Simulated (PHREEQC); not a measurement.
# Silver or lead bath (model solution)

A solution holds 0.092 mmol/kgw PbCl2 and 0.051 mmol/kgw Na2SO4, at 25 °C. Closed to the air; pH follows from the charge balance.

Computed with PHREEQC (ion-association model, phreeqc.dat).

No solid was allowed to form.

Task: What pH does the model give?

Result: pH 5.90.

Task: In which forms is Pb present?

Result: Pb+2 96 %, PbSO4 2.2 %, PbOH+ 1.4 %, PbCl+ 0.6 % of the Pb.

Complexes and solids missing from the database can't appear.
